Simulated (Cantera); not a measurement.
Mixture: CH4 : H2 : O2 : N2 = 1 : 0.047 : 1.35 : 3.37 (molar parts), at 100000 Pa, adiabatic and at constant volume. Ignition delay is the time to a rise of 400 K.

Detailed kinetics in Cantera: GRI-Mech 3.0 (53 species, 325 reactions).

Q: Predict: delay at 1148 K; delay at 1298 K; delay at 1448 K; delay at 1598 K; apparent activation energy between 1523 and 1673 K.

A: 
* **delay at 1148 K**: 44.1 ms
* **delay at 1298 K**: 6.69 ms
* **delay at 1448 K**: 1.26 ms
* **delay at 1598 K**: 0.317 ms
* **apparent activation energy between 1523 and 1673 K**: 170 kJ/mol
